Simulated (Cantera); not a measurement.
**Premixed flame**

A freely propagating, adiabatic, planar premixed flame of H2 : O2 : N2 = 1 : 0.333 : 1.25 (molar parts), equivalence ratio 1.5, unburnt at 550 K and 255 Torr; mixture-averaged transport, grid criteria slope 0.08 and curve 0.16, no radiation.

Model: the H2/O2 subset of GRI-Mech 3.0, which has no nitrogen chemistry, integrated in Cantera. Burning velocities carry a grid error of a few per cent, more on coarse grids.

```csv
z (mm),T (K),u (m/s),x H2,x O2,x H2O,x OH,x O,x H2O2
-5.35,550,6.82,0.387,0.129,<1e-8,<1e-8,<1e-8,<1e-8
-3.57,550,6.82,0.387,0.129,<1e-8,<1e-8,<1e-8,<1e-8
-2.68,550,6.82,0.387,0.129,<1e-8,<1e-8,<1e-8,<1e-8
-1.78,550,6.82,0.387,0.129,1.91e-8,<1e-8,<1e-8,<1e-8
-0.892,562,6.95,0.385,0.129,0.000611,5.20e-5,8.87e-6,1.68e-6
-0.446,748,9.10,0.355,0.124,0.0164,0.000525,0.000291,3.93e-6
0,1176,13.9,0.220,0.0748,0.119,0.00313,0.00589,1.12e-6
0.446,1453,17.0,0.119,0.0166,0.228,0.00685,0.00785,9.47e-7
0.892,1567,18.2,0.110,0.00785,0.245,0.00841,0.00695,7.13e-7
1.78,1693,19.5,0.115,0.00606,0.250,0.00989,0.00620,4.54e-7
3.57,1835,20.9,0.122,0.00467,0.256,0.0110,0.00504,2.48e-7
7.14,1980,22.3,0.128,0.00325,0.263,0.0112,0.00364,1.30e-7
14.3,2114,23.5,0.133,0.00199,0.271,0.0103,0.00229,7.04e-8
```
x: mole fraction of selected species; z is measured from the peak of heat release.

```yaml
laminar_burning_velocity: 682 cm/s
thermal_thickness: 1.78 mm
peak x(OH): 0.0112
peak x(O): 0.00823
peak x(H2O2): 4.81e-6
grid_points: 144
```
